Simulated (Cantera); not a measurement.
**Adiabatic ignition**

An adiabatic, constant-pressure homogeneous reactor starts with H₂ : O₂ : N₂ = 1 : 0.333 : 1.25 (molar parts), at 1525 K and 1.00 bar.

Computed with Cantera and GRI-Mech 3.0 (53 species, 325 reactions).

```csv
t (s),T (K),x H₂,x O₂,x O,x NO,x NO₂,x OH,x HO₂
1.00e-6,1525,0.387,0.129,5.91e-8,<1e-12,<1e-12,5.22e-8,4.30e-7
2.74e-6,1525,0.387,0.129,6.06e-7,<1e-12,<1e-12,5.32e-7,1.26e-6
7.53e-6,1526,0.385,0.128,0.000114,2.69e-11,<1e-12,0.000101,2.14e-5
2.07e-5,2025,0.122,0.0118,0.0163,1.77e-5,6.12e-10,0.0218,5.94e-6
5.67e-5,2485,0.136,0.00659,0.00954,8.49e-5,3.18e-9,0.0258,2.81e-6
0.000156,2792,0.142,0.00333,0.00471,0.000383,2.36e-8,0.0228,2.12e-6
0.000427,2866,0.144,0.00252,0.00355,0.00131,9.14e-8,0.0208,1.90e-6
0.00117,2863,0.145,0.00239,0.00340,0.00284,1.93e-7,0.0203,1.81e-6
0.00321,2862,0.145,0.00234,0.00335,0.00347,2.34e-7,0.0201,1.77e-6
0.00882,2862,0.145,0.00234,0.00335,0.00348,2.35e-7,0.0201,1.77e-6
0.0242,2862,0.145,0.00234,0.00335,0.00348,2.35e-7,0.0201,1.77e-6
0.0664,2862,0.145,0.00234,0.00335,0.00348,2.35e-7,0.0201,1.77e-6
0.182,2862,0.145,0.00234,0.00335,0.00348,2.35e-7,0.0201,1.77e-6
0.500,2862,0.145,0.00234,0.00335,0.00348,2.35e-7,0.0201,1.77e-6
```
x: mole fraction; the columns are a selection and need not sum to one.

```
Property                                                             Value
---------------------------------  ---------------------------------------
time of steepest temperature rise                                  12.4 µs
temperature at 0.500 s                                              2862 K
equilibrium temperature                                             2862 K
x(H₂) at 0.500 s                       0.145 (gas-phase equilibrium 0.145)
x(O₂) at 0.500 s                   0.00234 (gas-phase equilibrium 0.00234)
x(O) at 0.500 s                    0.00335 (gas-phase equilibrium 0.00335)
```
